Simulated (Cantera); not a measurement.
**Equilibrium for carbothermic reduction: TiO2 + CH4 + H2**

A closed system holds: 1 mol TiO2, 4.3 mol CH4, 18 mol H2, equilibrated at 4.20 bar.

Equilibrium computed with Cantera from the NASA thermochemical tables; the gas is ideal and each condensed phase is pure. Candidate condensed phases: C, C6H6, C7H8, C8H18, H2O, Ti, TiC, TiO, TiO2, Ti2O3, Ti3O5, Ti4O7; 113 gas species. Mutual solubility and eutectic melting of coexisting phases are not modelled. TiC: taken at fixed stoichiometry. Condensed phases not in the tables: Magnéli phases beyond Ti4O7. The numbers say what is thermodynamically allowed, not how fast it happens.

At 1075 K the condensed part is C(graphite) + TiO2(rutile) + Ti4O7(s). At 1225 K the condensed part is C(graphite) + Ti4O7(s). At 1375 K the condensed part is C(graphite) + Ti3O5(s). From 1525 K to 2125 K the condensed part is C(graphite) + TiC(s).

| T (K) | x H2 | x CH4 | x CO | x H | x C2H2 (acetylene) | x H2O | n C(graphite) | n TiO2(rutile) | n Ti4O7(s) | n Ti3O5(s) | n TiC(s) |
|---|---|---|---|---|---|---|---|---|---|---|---|
| 1075 | 0.859 | 0.140 | 0.000424 | 6.64e-9 | 6.47e-9 | 0.000193 | 1.02 | 0.942 | 0.0144 | 0 | 0 |
| 1225 | 0.941 | 0.0489 | 0.00906 | 1.48e-7 | 1.53e-7 | 0.000704 | 2.82 | 0 | 0.250 | 0 | 0 |
| 1375 | 0.968 | 0.0196 | 0.0124 | 1.64e-6 | 1.72e-6 | 0.000232 | 3.46 | 0 | 0 | 0.333 | 0 |
| 1525 | 0.921 | 0.00813 | 0.0701 | 1.11e-5 | 1.11e-5 | 0.000390 | 1.08 | 0 | 0 | 0 | 1.00 |
| 1675 | 0.925 | 0.00433 | 0.0701 | 5.45e-5 | 5.37e-5 | 0.000151 | 1.18 | 0 | 0 | 0 | 1.00 |
| 1825 | 0.927 | 0.00256 | 0.0700 | 0.000207 | 0.000199 | 6.88e-5 | 1.22 | 0 | 0 | 0 | 1.00 |
| 1975 | 0.927 | 0.00164 | 0.0700 | 0.000643 | 0.000602 | 3.53e-5 | 1.22 | 0 | 0 | 0 | 1.00 |
| 2125 | 0.926 | 0.00112 | 0.0699 | 0.00170 | 0.00155 | 2.00e-5 | 1.18 | 0 | 0 | 0 | 1.00 |
x: gas mole fraction; n: condensed amount in mol.
